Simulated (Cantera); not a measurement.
An isothermal, constant-pressure homogeneous reactor starts with CH₄ : N₂ = 1 : 80 (molar parts), at 1575 K and 21.8 Torr. Integrator tolerance rtol = 1e-08.

Computed with Cantera and GRI-Mech 3.0 (53 species, 325 reactions). GRI-Mech 3.0 stops at C3 and has no aromatics, soot or wall deposition, so with more carbon than oxygen in the feed, carbon stays in small species such as C2H2 where larger ones or solid carbon would form. Radical loss at walls, strong at low pressure, is not modelled.

### Question
What does this change do: CH4 1 to 4.3 parts?

### Answer
```
quantity                                             before                                     after
-----------------  ----------------------------------------  ----------------------------------------
x(CH₄) at 30.0 s   0.000132 (gas-phase equilibrium 6.10e-7)  0.000518 (gas-phase equilibrium 1.68e-5)
x(HCN) at 30.0 s     4.95e-6 (gas-phase equilibrium 0.0113)    2.20e-6 (gas-phase equilibrium 0.0372)
x(CH₂) at 30.0 s   7.19e-9 (gas-phase equilibrium 3.71e-11)  7.44e-9 (gas-phase equilibrium 2.56e-10)
x(CH₃) at 30.0 s    4.62e-6 (gas-phase equilibrium 2.25e-8)   9.30e-6 (gas-phase equilibrium 3.10e-7)
x(C₂H₂) at 30.0 s  0.00603 (gas-phase equilibrium 0.000471)    0.0240 (gas-phase equilibrium 0.00565)
```

### Question
What does this change do: N2 80 to 13 parts?

### Answer
```tsv
quantity	before	after
x(CH₄) at 30.0 s	0.000132 (gas-phase equilibrium 6.10e-7)	0.000710 (gas-phase equilibrium 3.52e-5)
x(HCN) at 30.0 s	4.95e-6 (gas-phase equilibrium 0.0113)	1.77e-6 (gas-phase equilibrium 0.0474)
x(CH₂) at 30.0 s	7.19e-9 (gas-phase equilibrium 3.71e-11)	7.48e-9 (gas-phase equilibrium 3.92e-10)
x(CH₃) at 30.0 s	4.62e-6 (gas-phase equilibrium 2.25e-8)	1.09e-5 (gas-phase equilibrium 5.56e-7)
x(C₂H₂) at 30.0 s	0.00603 (gas-phase equilibrium 0.000471)	0.0330 (gas-phase equilibrium 0.00961)
```

### Question
What does this change do: CH4 1 to 0.14 parts?

### Answer
```
quantity                                             before                                     after
-----------------  ----------------------------------------  ----------------------------------------
x(CH₄) at 30.0 s   0.000132 (gas-phase equilibrium 6.10e-7)   2.08e-5 (gas-phase equilibrium 4.97e-9)
x(HCN) at 30.0 s     4.95e-6 (gas-phase equilibrium 0.0113)   1.04e-5 (gas-phase equilibrium 0.00172)
x(CH₂) at 30.0 s   7.19e-9 (gas-phase equilibrium 3.71e-11)  6.30e-9 (gas-phase equilibrium 2.12e-12)
x(CH₃) at 30.0 s    4.62e-6 (gas-phase equilibrium 2.25e-8)  1.73e-6 (gas-phase equilibrium 4.85e-10)
x(C₂H₂) at 30.0 s  0.00603 (gas-phase equilibrium 0.000471)  0.000855 (gas-phase equilibrium 1.07e-5)
```
